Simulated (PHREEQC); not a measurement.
0.063 g of hydrous ferric oxide (600 m²/g; 0.2 weak and 0.005 strong sites per Fe, Dzombak-Morel constants, diffuse double layer) in 1 kg of water with 0.005 mol/kgw of an inert sodium salt and 3.4e-07 mol/kgw MnCl2 and 4.2e-07 mol/kgw BaCl2, at 25 °C; the pH is set by adding NaOH or the inert anion's acid. The system is closed to oxygen. The system is closed to CO2. Nothing may precipitate in this run.

Base run: PHREEQC, ion-association model, wateq4f.dat. Each further column changes one thing. The table gives Ba sorbed (%).

```tsv
pH	base	no electrostatic term (-no_edl)	background salt from 0.005 to 0.0005 mol/kgw	oxide from 0.063 to 0.32 g/kgw
4	0.0	0.0	0.0	0.0
5.33	0.0	___	0.0	0.0
6	0.0	3.5	0.0	0.0
6.67	0.1	___	0.1	0.6
8	23.5	33.4	___	63.6
9.33	98.8	16.3	___	___
10	99.9	5.5	100.0	100.0
10.67	100.0	___	100.0	100.0
12	100.0	0.5	100.0	100.0
```

Task: Some entries are withheld; supply them.

Result: 
- 5.33, no electrostatic term (-no_edl): 0.8
- 6.67, no electrostatic term (-no_edl): 12.1
- 8, background salt from 0.005 to 0.0005 mol/kgw: 26.8
- 9.33, background salt from 0.005 to 0.0005 mol/kgw: 99.2
- 9.33, oxide from 0.063 to 0.32 g/kgw: 99.8
- 10.67, no electrostatic term (-no_edl): 1.7
